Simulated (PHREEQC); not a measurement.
# Brine: an equilibrium model

Dissolve 0.055 mol/kgw CaCl2, 0.0022 mol/kgw BaCl2 and 0.0092 mol/kgw NaCl at 20 °C. Closed to the air; pH follows from the charge balance.

Model: Pitzer model, pitzer.dat, run in PHREEQC.

```json
{
  "ionic_strength": "0.181 mol/kgw",
  "specific_conductance": "10900 µS/cm",
  "density": "1.004 g/cm³",
  "osmotic_coefficient": "0.867"
}
```

```
species  molality  activity   log γ
-------  --------  --------  ------
Cl-         0.124    0.0896  -0.140
Ca+2       0.0550    0.0184  -0.476
Na+       0.00920   0.00698  -0.120
Ba+2      0.00220  0.000687  -0.505
OH-       1.23e-7   7.12e-8  -0.236
H+        1.23e-7   9.58e-8  -0.107
```

No solid was allowed to form. Complexes and solids missing from the database can't appear.
